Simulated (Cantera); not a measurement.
Charge: 1 mol Ti(OiPr)4, 4.1 mol O2, 18 mol H2, 1.4 mol H2O, held at 2.00 mbar.

Equilibrium computed with Cantera from the NASA thermochemical tables; the gas is ideal and each condensed phase is pure. Candidate condensed phases: C, C6H6, C7H8, C8H18, H2O, Ti, TiC, TiO, TiO2, Ti2O3, Ti3O5, Ti4O7; 113 gas species. The feed counts by its element totals alone. The numbers say what is thermodynamically allowed, not how fast it happens.

Task: At 1950 K, list the 7 most abundant gas species with their mole fractions, and the condensed phases.

Result: H2 0.715, CO 0.261, H 0.0217, H2O 0.00202, CO2 0.000168, TiO 4.28e-5, TiO2 1.06e-5. Condensed: Ti2O3(s).
